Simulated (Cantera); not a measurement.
Mixture: H₂ : O₂ : N₂ : H₂O = 1 : 0.385 : 1.45 : 0.15 (molar parts), equivalence ratio 1.3, at 33.0 bar, adiabatic and at constant pressure. Ignition delay is the time to a rise of 400 K.

Detailed kinetics in Cantera: the H2/O2 subset of GRI-Mech 3.0, which has no nitrogen chemistry. The hydrogen kinetics of GRI-Mech 3.0 are dated; newer H2 mechanisms differ, most at raised pressure. The pressure lies above the range GRI-Mech 3.0 was tuned for (to about 10 atm). Where the delays flatten at high temperature, the 400 K rule measures the pace of heat release, not the induction time.

### Question
Predict: delay at 1123 K; delay at 1323 K; delay at 1523 K; delay at 1723 K; delay at 1923 K; apparent activation energy between 1823 and 2023 K.

### Answer
```
Quantity                                                Value
--------------------------------------------------  ---------
delay at 1123 K                                      0.411 ms
delay at 1323 K                                       19.5 µs
delay at 1523 K                                       1.18 µs
delay at 1723 K                                      0.296 µs
delay at 1923 K                                      0.163 µs
apparent activation energy between 1823 and 2023 K  71 kJ/mol
```
